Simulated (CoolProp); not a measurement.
Vapour-liquid equilibrium of propylene (1) + R22 (2) at 0.0549 bar; x and y are mole fractions of (1).

Model: multi-fluid Helmholtz-energy mixture model, Lemmon 2013 and Kamei 1995; pair parameters Bell 2016, in CoolProp.

| x | bubble temperature (°C) | y at the bubble point | dew temperature at overall composition x (°C) | liquid density (mol/L) |
|---|---|---|---|---|
| 0.05 | … | 0.140 | -88.8 | … |
| 0.125 | -91.1 | 0.291 | -89.5 | 17.58 |
| 0.2 | -92.2 | 0.399 | … | 17.43 |
| 0.275 | -93.0 | 0.481 | -90.9 | 17.27 |
| 0.35 | … | 0.547 | -91.7 | 17.11 |
| 0.425 | -94.2 | 0.604 | -92.4 | 16.96 |
| 0.5 | -94.7 | 0.654 | -93.2 | 16.80 |
| 0.575 | -95.0 | 0.700 | -93.9 | 16.65 |
| 0.65 | -95.3 | 0.746 | -94.6 | 16.51 |
| 0.725 | -95.6 | 0.792 | -95.2 | 16.36 |
| 0.8 | … | 0.841 | -95.6 | 16.22 |
| 0.875 | -96.0 | 0.894 | -95.9 | … |
| 0.95 | -96.1 | 0.954 | -96.1 | 15.95 |

Some entries are withheld; supply them.


- 0.05, bubble temperature (°C): -89.6
- 0.05, liquid density (mol/L): 17.73
- 0.2, dew temperature at overall composition x (°C): -90.2
- 0.35, bubble temperature (°C): -93.7
- 0.8, bubble temperature (°C): -95.8
- 0.875, liquid density (mol/L): 16.08

No azeotrope shows between x = 0.05 and 0.95.

The pair parameters rest on a limited set of measurements; away from them the model extrapolates.
